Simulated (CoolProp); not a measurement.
Vapour-liquid equilibrium of methanol (1) + ethanol (2) at 6.26 bar; x and y are mole fractions of (1).

Model: multi-fluid Helmholtz-energy mixture model, de Reuck 1993 and Schroeder 2014; pair parameters Bell 2016, in CoolProp.

Task: Give the bubble temperature and the first vapour's composition at x = 0.2, 0.65, 0.725. Is there an azeotrope?

Result: x = 0.2: 403.2 K, y = 0.257; x = 0.65: 397.1 K, y = 0.722; x = 0.725: 396.1 K, y = 0.788. No azeotrope shows between x = 0.05 and 0.95.

Pair parameters are fitted to limited data, so mixtures are less certain than the pure fluids.
